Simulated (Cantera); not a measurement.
Charge: 1 mol TEOS, 3 mol N2O, 150 mol N2, equilibrated at 13.3 mbar.

These are equilibrium values from Cantera (NASA tables, ideal gas, pure condensed phases), not measurements of a reactor. Candidate condensed phases: C, C6H6, C7H8, C8H18, H2O, Si, SiC, SiO2, Si2N2O, Si3N4; 151 gas species. The feed counts by its element totals alone. Mutual solubility and eutectic melting of coexisting phases are not modelled. The numbers say what is thermodynamically allowed, not how fast it happens.

What share of the Si ends up in condensed phases as a function of T (°C), at 1052, 1102, 1152, 1202, 1252, 1302, 1352, 1402, 1452, 1502, 1552, 1602?


| T (°C) | Si condensed (%) | as |
|---|---|---|
| 1052 | 100.0 | Si2N2O(s) |
| 1102 | 100.0 | Si2N2O(s) |
| 1152 | 99.8 | Si2N2O(s) |
| 1202 | 99.5 | Si2N2O(s) |
| 1252 | 98.4 | SiC(s) + Si2N2O(s) |
| 1302 | 97.2 | SiC(s) |
| 1352 | 96.3 | SiC(s) |
| 1402 | 95.2 | SiC(s) |
| 1452 | 93.9 | SiC(s) |
| 1502 | 92.4 | SiC(s) |
| 1552 | 90.5 | SiC(s) |
| 1602 | 88.1 | SiC(s) |
